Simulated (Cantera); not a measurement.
Input (Python, Cantera):

```python
import numpy as np
import cantera as ct

gas = ct.Solution("SiF4_NH3_mec.yaml", "gas")
gas.TPX = 2323, 101325, {'NH3': 1, 'N2': 13}
reactor = ct.IdealGasConstPressureReactor(gas, energy="off", clone=False)
net = ct.ReactorNet([reactor])
net.rtol, net.atol = 1e-08, 1e-18
show = ['NH3', 'N2', 'N2H4', 'NH', 'NH2', 'N2H2']
times = np.geomspace(2e-06, 10, 13)

steps = ct.SolutionArray(gas, extra=["t"])
rows = []
print(f"{'t/s':>10s}{'T/K':>9s}{'P/Pa':>11s}" + "".join(f"{s:>11s}" for s in show))
for t in times:
    while net.time < t:
        t_next = net.step()
        steps.append(gas.state, t=t_next)
    rows.append([np.interp(t, steps.t, y) for y in (steps.T, steps.P, *steps(*show).X.T)])
    print(f"{t:10.3e}{rows[-1][0]:9.1f}{rows[-1][1]:11.4g}" + "".join(f"{x:11.3e}" for x in rows[-1][2:]))
rate = np.gradient(steps.T, steps.t)
print("integrator steps:", len(steps.t))
if steps.T.max() > steps.T[0] + 200:
    print(f"time of steepest temperature rise: {steps.t[rate.argmax()]:.4e} s")
gas.TPX = 2323, 101325, {'NH3': 1, 'N2': 13}
gas.equilibrate("TP")
print(f"equilibrium (TP): T = {gas.T:.1f} K  " + "  ".join(f"{s} {gas[s].X[0]:.3e}" for s in show))
```

Output:

```
       t/s      T/K       P/Pa        NH3         N2       N2H4         NH        NH2       N2H2
 2.000e-06   2323.0  1.013e+05  7.137e-02  9.285e-01  1.618e-10  5.173e-08  5.741e-05  8.910e-10
 7.232e-06   2323.0  1.013e+05  7.120e-02  9.285e-01  2.390e-09  8.991e-07  2.194e-04  1.808e-08
 2.615e-05   2323.0  1.013e+05  7.058e-02  9.282e-01  2.787e-08  9.383e-06  7.482e-04  3.379e-07
 9.457e-05   2323.0  1.013e+05  6.831e-02  9.272e-01  9.125e-08  2.801e-05  1.353e-03  1.498e-06
 3.420e-04   2323.0  1.013e+05  6.061e-02  9.241e-01  5.050e-08  3.771e-05  1.007e-03  1.266e-06
 1.237e-03   2323.0  1.013e+05  3.970e-02  9.157e-01  1.824e-08  4.013e-05  6.050e-04  7.223e-07
 4.472e-03   2323.0  1.013e+05  9.158e-03  9.034e-01  1.927e-09  2.547e-05  1.966e-04  1.357e-07
 1.617e-02   2323.0  1.013e+05  6.430e-05  8.989e-01  1.272e-12  2.648e-06  5.054e-06  3.267e-10
 5.848e-02   2323.0  1.013e+05  1.709e-06  8.985e-01  1.781e-15  1.401e-07  1.892e-07  2.140e-12
 2.115e-01   2323.0  1.013e+05  4.680e-07  8.985e-01  1.338e-16  3.840e-08  5.182e-08  1.562e-12
 7.647e-01   2323.0  1.013e+05  3.756e-07  8.985e-01  8.620e-17  3.082e-08  4.159e-08  1.545e-12
 2.765e+00   2323.0  1.013e+05  3.754e-07  8.985e-01  8.613e-17  3.081e-08  4.157e-08  1.545e-12
 1.000e+01   2323.0  1.013e+05  3.754e-07  8.985e-01  8.613e-17  3.081e-08  4.157e-08  1.545e-12
integrator steps: 1654
equilibrium (TP): T = 2323.0 K  NH3 3.754e-07  N2 8.985e-01  N2H4 8.613e-17  NH 3.081e-08  NH2 4.157e-08  N2H2 1.545e-12
```

Model: the gas-phase N/H chemistry of the illustrative SiF4/NH3 mechanism in the Surface Chemkin manual (1991), integrated in Cantera. Walls and surfaces, which speed up NH3 decomposition in real reactors, are not modelled.
